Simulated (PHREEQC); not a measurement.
Consider water at 35 °C with 53 mmol/kgw NaHSO4, 0.13 mmol/kgw NaOH and 0.26 mmol/kgw KCl. Closed to the air; pH follows from the charge balance.

Computed with PHREEQC (ion-association model, wateq4f.dat).

```csv
quantity,before,after
pH,1.68,2.45
ionic strength (mol/kgw),0.0993,0.0136
HSO4- (mol/kgw),0.0277,0.00122
SO4-2 (mol/kgw),0.0230,0.00400
NaSO4- (mol/kgw),0.00228,7.13e-5
SI of Mirabilite (Na2SO4:10H2O),-4.22,-6.58
```

### Question
What was changed between the two runs?
A) diluted 100-fold with water
B) NaHSO4 from 0.053 to 0.265 mol/kgw
C) NaHSO4 from 0.053 to 0.0053 mol/kgw
D) diluted 5-fold with water
E) KCl left out

### Answer
C, NaHSO4 from 0.053 to 0.0053 mol/kgw

No solid was allowed to form.
